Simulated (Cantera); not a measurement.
**Thermodynamics of fluorocarbon and chlorocarbon gases, feed c-C4F8 + HCl**

Input: 1 mol c-C4F8, 0.092 mol HCl, equilibrated at 40.0 Pa.

Equilibrium computed with Cantera from the NASA thermochemical tables; the gas is ideal and each condensed phase is pure. Candidate condensed phases: C, C6H6, C7H8, C8H18; 118 gas species. The feed counts by its element totals alone. Condensed phases not in the tables: fluorocarbon polymer. Gases not in the tables: C2F6 and larger saturated fluorocarbons. Kinetics and transport are ignored.

| T (K) | x CF4 | x CF2 | x F | x HF | x Cl | x HCl | x Cl2 | n C(graphite) |
|---|---|---|---|---|---|---|---|---|
| 748 | 0.944 | <1e-12 | <1e-12 | 0.0218 | 1.24e-5 | 0.0220 | 0.00933 | 2.01 |
| 848 | 0.939 | 5.85e-11 | 2.38e-12 | 0.0303 | 0.000155 | 0.0134 | 0.0135 | 2.01 |
| 948 | 0.936 | 4.05e-9 | 2.67e-10 | 0.0359 | 0.00108 | 0.00771 | 0.0158 | 2.02 |
| 1048 | 0.933 | 1.24e-7 | 1.22e-8 | 0.0391 | 0.00482 | 0.00439 | 0.0157 | 2.02 |
| 1148 | 0.928 | 2.07e-6 | 2.87e-7 | 0.0409 | 0.0146 | 0.00236 | 0.0119 | 2.02 |
| 1248 | 0.921 | 2.19e-5 | 4.07e-6 | 0.0418 | 0.0289 | 0.00107 | 0.00569 | 2.02 |
| 1348 | 0.916 | 0.000163 | 3.90e-5 | 0.0423 | 0.0382 | 0.000402 | 0.00166 | 2.02 |
| 1448 | 0.914 | 0.000913 | 0.000274 | 0.0424 | 0.0412 | 0.000146 | 0.000411 | 2.02 |
| 1548 | 0.909 | 0.00408 | 0.00150 | 0.0424 | 0.0420 | 5.72e-5 | 0.000110 | 2.02 |
| 1648 | 0.893 | 0.0150 | 0.00663 | 0.0420 | 0.0418 | 2.45e-5 | 3.33e-5 | 2.01 |
| 1748 | 0.845 | 0.0466 | 0.0245 | 0.0408 | 0.0407 | 1.12e-5 | 1.10e-5 | 1.98 |
| 1848 | 0.722 | 0.121 | 0.0768 | 0.0375 | 0.0374 | 5.07e-6 | 3.62e-6 | 1.92 |
x: gas mole fraction; n: condensed amount in mol.

From 748 K to 1848 K the condensed part is C(graphite). The main C-bearing gas is CF4 throughout. The share of C in condensed phases is highest at 1348 K (50.6 %) and lowest at 1848 K (48.0 %).
